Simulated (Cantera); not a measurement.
A closed system holds: 1 mol C2F6, 9.3 mol H2, held at 2698.15 K and 37.0 mbar.

Cantera equilibrium calculation (NASA polynomials, part measured and part estimated; ideal gas, pure solids and liquids). Candidate condensed phases: C, C6H6, C7H8, C8H18; 95 gas species. The feed counts by its element totals alone. Kinetics and transport are ignored.

Base state: HF 0.443, H2 0.369, H 0.178, C2H2 (acetylene) 0.00863, F 0.000722, C2H 0.000441, C3 0.000232, C4H2 8.40e-5 (mole fractions); condensed: C(graphite).

Question: What changes in the equilibrium state with this change: temperature from 2698.15 K to 3475 K?

Answer: 
```tsv
species	before	after
H	0.178	0.601
HF	0.443	0.255
F	0.000722	0.0465
H2	0.369	0.0430
C	5.60e-5	0.0205
C3	0.000232	0.0182
C2	2.22e-5	0.00669
C4	3.02e-7	6.11e-5
CF	4.13e-5	0.00379
C5	1.54e-6	0.000107
C(graphite), mol	1.74	0
```

Question: What changes in the equilibrium state with this change: temperature from 2698.15 K to 898.15 K?

Answer: 
| species | before | after |
|---|---|---|
| H2 | 0.369 | 0.508 |
| HF | 0.443 | 0.489 |
| CH4 | 5.62e-7 | 0.00305 |
| H | 0.178 | <1e-9 |
| C2H2 (acetylene) | 0.00863 | <1e-9 |
| F | 0.000722 | <1e-9 |
| C2H | 0.000441 | <1e-9 |
| C3 | 0.000232 | <1e-9 |
| C4H2 | 8.40e-5 | <1e-9 |
| C(graphite), mol | 1.74 | 1.96 |
